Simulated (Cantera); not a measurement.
Feed: 1 mol SiCl4, 1.3 mol O3, 70 mol N2, equilibrated at 6100 Pa.

Cantera equilibrium calculation (NASA polynomials, part measured and part estimated; ideal gas, pure solids and liquids). Candidate condensed phases: Si, SiO2, Si2N2O, Si3N4; 23 gas species. The tables hold silica as quartz up to 1696 K and as liquid above; real silica turns to tridymite and cristobalite and melts near 1996 K. Kinetics and transport are ignored.

x: gas mole fraction; n: condensed amount in mol.

| T (°C) | x N2 | x Cl | x Cl2 | x O2 | x NO | x O | x ClO | n SiO2(β-quartz) | n SiO2(condensed) |
|---|---|---|---|---|---|---|---|---|---|
| 927 | 0.958 | 0.00308 | 0.0258 | 0.0130 | 5.36e-5 | 1.16e-8 | 3.40e-6 | 1.00 | 0 |
| 977 | 0.957 | 0.00498 | 0.0249 | 0.0129 | 7.72e-5 | 3.19e-8 | 5.02e-6 | 1.00 | 0 |
| 1027 | 0.956 | … | 0.0235 | 0.0129 | … | … | … | 1.00 | 0 |
| 1077 | 0.954 | … | … | 0.0129 | … | … | … | 1.00 | 0 |
| 1127 | 0.952 | 0.0160 | 0.0192 | 0.0128 | 0.000197 | 4.34e-7 | 1.26e-5 | 1.00 | 0 |
| 1177 | 0.949 | 0.0214 | 0.0164 | 0.0127 | 0.000257 | 9.18e-7 | 1.57e-5 | 1.000 | 0 |
| 1227 | 0.946 | 0.0273 | 0.0134 | 0.0127 | 0.000329 | 1.85e-6 | 1.87e-5 | 1.000 | 0 |
| 1277 | 0.943 | 0.0333 | 0.0103 | 0.0126 | 0.000415 | 3.56e-6 | 2.13e-5 | 1.000 | 0 |
| 1327 | 0.941 | 0.0387 | 0.00755 | 0.0125 | 0.000516 | 6.56e-6 | 2.33e-5 | 1.000 | 0 |
| 1377 | 0.939 | 0.0431 | 0.00527 | 0.0124 | 0.000632 | 1.17e-5 | 2.45e-5 | 1.000 | 0 |
| 1427 | 0.937 | 0.0464 | 0.00356 | 0.0123 | 0.000766 | 2.01e-5 | 2.49e-5 | 0 | 1.000 |
| 1477 | 0.936 | 0.0488 | 0.00236 | 0.0122 | 0.000917 | 3.35e-5 | 2.48e-5 | 0 | 1.000 |

What belongs in the gaps?


- 1027, x Cl: 0.00769
- 1027, x NO: 0.000108
- 1027, x O: 8.14e-8
- 1027, x ClO: 7.10e-6
- 1077, x Cl: 0.0113
- 1077, x Cl2: 0.0216
- 1077, x NO: 0.000148
- 1077, x O: 1.94e-7
- 1077, x ClO: 9.65e-6
